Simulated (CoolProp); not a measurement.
Vapour-liquid equilibrium of cyclohexane (1) + dimethyl carbonate (2) at 0.263 MPa; x and y are mole fractions of (1).

The numbers come from the multi-fluid Helmholtz-energy mixture model, Zhou 2014 and Zhou 2011; pair parameters Bell 2016 in CoolProp.

```csv
x,bubble temperature (K),y at the bubble point,dew temperature at overall composition x (K),liquid density (mol/L)
0.05,392.0,…,394.9,10.17
0.2,384.3,0.385,390.3,…
0.35,381.3,0.492,385.4,9.418
0.5,380.2,0.557,381.1,9.062
0.65,380.1,…,…,8.749
0.8,381.3,0.702,383.6,8.475
0.95,…,0.883,…,…
```

### Question
What belongs in the gaps?

### Answer

- 0.05, y at the bubble point: 0.147
- 0.2, liquid density (mol/L): 9.802
- 0.65, y at the bubble point: 0.617
- 0.65, dew temperature at overall composition x (K): 380.4
- 0.95, bubble temperature (K): 385.9
- 0.95, dew temperature at overall composition x (K): 387.8
- 0.95, liquid density (mol/L): 8.208

y crosses x between x = 0.5 and 0.65: the model has an azeotrope there.

Pair parameters are fitted to limited data, so mixtures are less certain than the pure fluids.
